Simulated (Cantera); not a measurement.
## Abatement and gas-phase synthesis: CS₂ + H₂ + SO₂

Feed: 1 mol CS₂, 0.31 mol H₂, 0.0043 mol SO₂, equilibrated at 1673 K and 13300 Pa.

These are equilibrium values from Cantera (NASA tables, ideal gas, pure condensed phases), not measurements of a reactor. Candidate condensed phases: C, C₆H₆, C₇H₈, C₈H₁₈, H₂O, H₂SO₄, S; 123 gas species. Kinetics and transport are ignored.

The x(CS₂) comes out as 0.614 and the x(H₂) is 0.193. The x(S₂) comes out as 0.129 and the x(H₂S) is 0.0433. The x(CS) is 0.00900 and the x(CO) comes out as 0.00657. The x(SH) is 0.00472 and the x(S) comes out as 0.000242. The x(H) is 0.000137. The n(C(graphite)) is 0.182 mol. The gas amount is 1.299 mol and the log10 activity of S(l) (absent) is -2.25.
